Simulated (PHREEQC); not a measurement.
Solution (25 °C and 500 atm): 0.12 mol/kgw SrCl2, 8.5e-06 mol/kgw CO2 and 0.063 mol/kgw KCl. Closed to the air; pH follows from the charge balance.

Equilibrium calculation in PHREEQC: ion-association model, phreeqc.dat.

This is a speciation only: nothing precipitates in the calculation.

Order these C species by the share of C that they hold, largest first: CO2, SrHCO3+, HCO3-.

CO2 (59 %), HCO3- (25 %), SrHCO3+ (17 %)

The pH is 5.56 and the ionic strength 0.423 mol/kgw. Under pressure, the constants of complexes without a molar volume in the database are unreliable.
